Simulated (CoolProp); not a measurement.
Computed with CoolProp (reference Helmholtz-energy equation of state, Schmidt 1985).

For oxygen, give the phase and the Z, isothermal compressibility (1/MPa) at -121.25 °C and 70.4 bar; -31.75 °C and 70.4 bar; -11.85 °C and 70.4 bar.


- -121.25 °C and 70.4 bar: liquid; Z 0.239, isothermal compressibility 0.0309
- -31.75 °C and 70.4 bar: supercritical; Z 0.897, isothermal compressibility 0.156
- -11.85 °C and 70.4 bar: supercritical; Z 0.927, isothermal compressibility 0.152
